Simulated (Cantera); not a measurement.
An adiabatic, constant-pressure homogeneous reactor starts with CH4 : O2 : N2 = 1 : 2 : 7.52 (molar parts), at 1523 K and 8.10 bar. Integrator tolerance rtol = 1e-08.

Cantera simulation using GRI-Mech 3.0 (53 species, 325 reactions); the numbers are that mechanism's predictions, not measurements.

**Question.** What does this change do: constant volume in place of constant pressure?

**Answer.** 
```json
[
 {"quantity": "time of steepest temperature rise", "before": "0.183 ms", "after": "0.169 ms"},
 {"quantity": "temperature at 2.00 s", "before": "2887 K", "after": "3092 K"},
 {"quantity": "equilibrium temperature", "before": "2887 K", "after": "3092 K"},
 {"quantity": "x(CH4) at 2.00 s", "before": "<1e-12 (gas-phase equilibrium <1e-12)", "after": "<1e-12 (gas-phase equilibrium <1e-12)"},
 {"quantity": "x(O2) at 2.00 s", "before": "0.0149 (gas-phase equilibrium 0.0149)", "after": "0.0167 (gas-phase equilibrium 0.0167)"},
 {"quantity": "x(C2H4) at 2.00 s", "before": "<1e-12 (gas-phase equilibrium <1e-12)", "after": "<1e-12 (gas-phase equilibrium <1e-12)"},
 {"quantity": "x(C2H2) at 2.00 s", "before": "<1e-12 (gas-phase equilibrium <1e-12)", "after": "<1e-12 (gas-phase equilibrium <1e-12)"},
 {"quantity": "x(HO2) at 2.00 s", "before": "1.00e-5 (gas-phase equilibrium 1.00e-5)", "after": "1.87e-5 (gas-phase equilibrium 1.87e-5)"},
 {"quantity": "x(CO) at 2.00 s", "before": "0.0353 (gas-phase equilibrium 0.0353)", "after": "0.0422 (gas-phase equilibrium 0.0422)"}
]
```
Above 3000 K some thermodynamic fits are extrapolated.
